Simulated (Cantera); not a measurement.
Feed: 1 mol Fe2O3, 9.7 mol CO, 3 mol H2, at 17000 Pa.

Equilibrium computed with Cantera from the NASA thermochemical tables; the gas is ideal and each condensed phase is pure. Candidate condensed phases: C, C6H6, C7H8, C8H18, Fe, Fe(CO)5, FeO, Fe(OH)2, Fe(OH)3, Fe2O3, Fe3O4, H2O; 114 gas species. Each liquid is taken as pure. Mutual solubility and eutectic melting of coexisting phases are not modelled. The tables' stoichiometric FeO is somewhat more stable than real wüstite, so its field is too wide. FeO: taken at fixed stoichiometry. Kinetics and transport are ignored. All values below are at 2075 K.

Base state: CO 0.691, H2 0.158, H2O 0.0751, CO2 0.0675, Fe 0.00482, H 0.00257, OH 0.000139, FeO 5.42e-5 (mole fractions); condensed: Fe(l) + FeO(l).

Task: What changes in the equilibrium state with this change: pressure from 17000 Pa to 1000 Pa?

Result: 
```csv
species,before,after
CO,0.691,0.634
H2,0.158,0.138
H2O,0.0751,0.0742
Fe,0.00482,0.0724
CO2,0.0675,0.0701
O,1.62e-6,3.12e-5
FeO,5.42e-5,0.000922
OH,0.000139,0.000607
H,0.00257,0.00990
"Fe(l), mol",0.763,0
"FeO(l), mol",1.17,0.989
```
